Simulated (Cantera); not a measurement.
A perfectly stirred reactor is fed with 23.5 % H2, 14.7 % O2, 61.8 % N2, at 0.610 bar; it is held at 1398 K, and followed from long to short residence time.

Computed with Cantera and GRI-Mech 3.0 (53 species, 325 reactions). The temperature is held fixed by assumption; the heat of reaction is taken as removed at once.

One state of this run: x H2 = 0.000397; x O2 = 0.0333; x HO2 = 4.62e-6; x NO2 = 4.20e-9; x OH = 0.000585; x H2O = 0.266; x O = 6.47e-5. x: mole fraction; the columns are a selection and need not sum to one.

### Question
Which value of τ (s) does it belong to?
(A) 0.26
(B) 0.077
(C) 0.00063
(D) 0.023

### Answer
A, 0.26
